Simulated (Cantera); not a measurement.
**C2H4 + O2 (carbon deposition, reforming and gasification)**

A closed system holds: 1 mol C2H4, 1.1 mol O2, at 29.0 mbar.

Cantera equilibrium calculation (NASA polynomials, part measured and part estimated; ideal gas, pure solids and liquids). Candidate condensed phases: C, C6H6, C7H8, C8H18, H2O; 131 gas species. Ions and electrons are included (thermal ionisation). Rates play no part.

From 2000 K to 5000 K nothing is condensed. The main C-bearing gas is CO throughout.

```json
[
 {"T (K)": "2000", "log p H": "-3.73", "log p CO": "-1.85", "log p H2": "-1.88", "log p O": "-7.77", "log p H2O": "-2.93", "log p C": "<-13", "log p CO2": "-3.56"},
 {"T (K)": "2500", "log p H": "-2.57", "log p CO": "-1.87", "log p H2": "-1.95", "log p O": "-5.08", "log p H2O": "-2.96", "log p C": "-12.25", "log p CO2": "-3.67"},
 {"T (K)": "3000", "log p H": "-1.94", "log p CO": "-1.95", "log p H2": "-2.28", "log p O": "-3.44", "log p H2O": "-3.43", "log p C": "-10.15", "log p CO2": "-3.96"},
 {"T (K)": "3500", "log p H": "-1.76", "log p CO": "-2.01", "log p H2": "-3.06", "log p O": "-3.06", "log p H2O": "-5.09", "log p C": "-7.87", "log p CO2": "-4.97"},
 {"T (K)": "4000", "log p H": "-1.73", "log p CO": "-2.03", "log p H2": "-3.87", "log p O": "-3.03", "log p H2O": "-6.82", "log p C": "-5.86", "log p CO2": "-5.93"},
 {"T (K)": "4500", "log p H": "-1.73", "log p CO": "-2.03", "log p H2": "-4.54", "log p O": "-3.01", "log p H2O": "-8.21", "log p C": "-4.29", "log p CO2": "-6.67"},
 {"T (K)": "5000", "log p H": "-1.74", "log p CO": "-2.07", "log p H2": "-5.09", "log p O": "-2.82", "log p H2O": "-9.17", "log p C": "-3.23", "log p CO2": "-7.13"}
]
```
log p: log10 of the partial pressure in bar; nothing condenses.
